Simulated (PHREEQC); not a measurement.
1 kg of water meets 20 L of dry gas (H2 0.72, N2 0.28 by moles) at fixed total pressure, at 50 °C; fugacities by Peng-Robinson. The gases take part in no redox reaction, some water evaporates into the gas, and hydrates or a liquid gas phase aren't modelled. Precipitation was switched off in this run.

Equilibrium calculation in PHREEQC: ion-association model, phreeqc.dat.

```json
[
 {"P (atm)": "2", "dissolved H2 (mol/kgw)": "0.000987", "φ of H2": "1.001", "p of H2 (atm)": "1.35"},
 {"P (atm)": "5", "dissolved H2 (mol/kgw)": "0.00256", "φ of H2": "1.001", "p of H2 (atm)": "3.51"},
 {"P (atm)": "10", "dissolved H2 (mol/kgw)": "0.00516", "φ of H2": "1.003", "p of H2 (atm)": "7.11"},
 {"P (atm)": "20", "dissolved H2 (mol/kgw)": "0.0103", "φ of H2": "1.006", "p of H2 (atm)": "14.3"},
 {"P (atm)": "30", "dissolved H2 (mol/kgw)": "0.0154", "φ of H2": "1.009", "p of H2 (atm)": "21.5"},
 {"P (atm)": "40", "dissolved H2 (mol/kgw)": "0.0203", "φ of H2": "1.012", "p of H2 (atm)": "28.7"},
 {"P (atm)": "50", "dissolved H2 (mol/kgw)": "0.0253", "φ of H2": "1.015", "p of H2 (atm)": "35.9"},
 {"P (atm)": "75", "dissolved H2 (mol/kgw)": "0.0372", "φ of H2": "1.024", "p of H2 (atm)": "53.9"},
 {"P (atm)": "100", "dissolved H2 (mol/kgw)": "0.0487", "φ of H2": "1.032", "p of H2 (atm)": "71.9"},
 {"P (atm)": "150", "dissolved H2 (mol/kgw)": "0.0705", "φ of H2": "1.051", "p of H2 (atm)": "108"},
 {"P (atm)": "200", "dissolved H2 (mol/kgw)": "0.0909", "φ of H2": "1.071", "p of H2 (atm)": "144"},
 {"P (atm)": "300", "dissolved H2 (mol/kgw)": "0.128", "φ of H2": "1.116", "p of H2 (atm)": "216"},
 {"P (atm)": "400", "dissolved H2 (mol/kgw)": "0.160", "φ of H2": "1.167", "p of H2 (atm)": "288"}
]
```

Complexes and solids missing from the database can't appear. At this temperature some constants are extrapolated from 25 °C, and those without enthalpy data are left unchanged.
